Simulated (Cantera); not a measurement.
Charge: 1 mol TiO2, 1 mol CH4, 0.55 mol CO, equilibrated at 0.320 bar.

Cantera equilibrium calculation (NASA polynomials, part measured and part estimated; ideal gas, pure solids and liquids). Candidate condensed phases: C, C6H6, C7H8, C8H18, H2O, Ti, TiC, TiO, TiO2, Ti2O3, Ti3O5, Ti4O7; 113 gas species. Mutual solubility and eutectic melting of coexisting phases are not modelled. TiC: taken at fixed stoichiometry. Rates play no part.

x: gas mole fraction; n: condensed amount in mol.

```json
[
 {"T (K)": "1348", "x H2": "0.692", "x CO": "0.306", "x H": "3.40e-6", "x CH4": "…", "x H2O": "0.000396", "n C(graphite)": "0.665", "n Ti3O5(s)": "0.333", "n TiC(s)": "0", "n Ti2O3(s)": "0"},
 {"T (K)": "1448", "x H2": "0.618", "x CO": "0.381", "x H": "1.28e-5", "x CH4": "…", "x H2O": "0.000191", "n C(graphite)": "0.110", "n Ti3O5(s)": "0.264", "n TiC(s)": "0.209", "n Ti2O3(s)": "0"},
 {"T (K)": "1548", "x H2": "0.597", "x CO": "0.403", "x H": "4.20e-5", "x CH4": "…", "x H2O": "0.000212", "n C(graphite)": "0", "n Ti3O5(s)": "0", "n TiC(s)": "0.200", "n Ti2O3(s)": "0.400"},
 {"T (K)": "1648", "x H2": "0.597", "x CO": "0.403", "x H": "0.000122", "x CH4": "…", "x H2O": "0.000231", "n C(graphite)": "0", "n Ti3O5(s)": "0", "n TiC(s)": "0.200", "n Ti2O3(s)": "0.400"},
 {"T (K)": "1748", "x H2": "0.597", "x CO": "0.403", "x H": "0.000312", "x CH4": "…", "x H2O": "0.000249", "n C(graphite)": "0", "n Ti3O5(s)": "0", "n TiC(s)": "0.200", "n Ti2O3(s)": "0.400"},
 {"T (K)": "1848", "x H2": "0.596", "x CO": "0.403", "x H": "0.000724", "x CH4": "…", "x H2O": "0.000265", "n C(graphite)": "0", "n Ti3O5(s)": "0", "n TiC(s)": "0.200", "n Ti2O3(s)": "0.400"},
 {"T (K)": "1948", "x H2": "0.596", "x CO": "0.403", "x H": "0.00154", "x CH4": "…", "x H2O": "0.000280", "n C(graphite)": "0", "n Ti3O5(s)": "0", "n TiC(s)": "0.200", "n Ti2O3(s)": "0.400"},
 {"T (K)": "2048", "x H2": "0.594", "x CO": "0.402", "x H": "0.00305", "x CH4": "…", "x H2O": "0.000294", "n C(graphite)": "0", "n Ti3O5(s)": "0", "n TiC(s)": "0.200", "n Ti2O3(s)": "0.400"}
]
```

Q: Some entries are withheld; supply them.

A: 
- 1348, x CH4: 0.000895
- 1448, x CH4: 0.000408
- 1548, x CH4: 0.000104
- 1648, x CH4: 3.30e-5
- 1748, x CH4: 1.20e-5
- 1848, x CH4: 4.91e-6
- 1948, x CH4: 2.21e-6
- 2048, x CH4: 1.07e-6
